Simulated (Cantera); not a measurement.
Input: 1 mol KCl, 0.13 mol N₂, equilibrated at 477 °C and 0.510 bar.

Equilibrium computed with Cantera from the NASA thermochemical tables; the gas is ideal and each condensed phase is pure. Candidate condensed phases: K, KCl; 8 gas species. Equilibrium is a limit: real reactors are often held back by kinetics, nucleation or transport.

Base state: N₂ 1.00 (mole fractions); condensed: KCl(s).

Q: What changes in the equilibrium state with this change: KCl replaced by NaCl?

A: 
| species | before | after |
|---|---|---|
| N₂ | 1.00 | 1.00 |
| KCl(s), mol | 1.00 | 0 |
| NaCl(s), mol | 0 | 1.00 |
Further candidate phases: Na, NaCl.
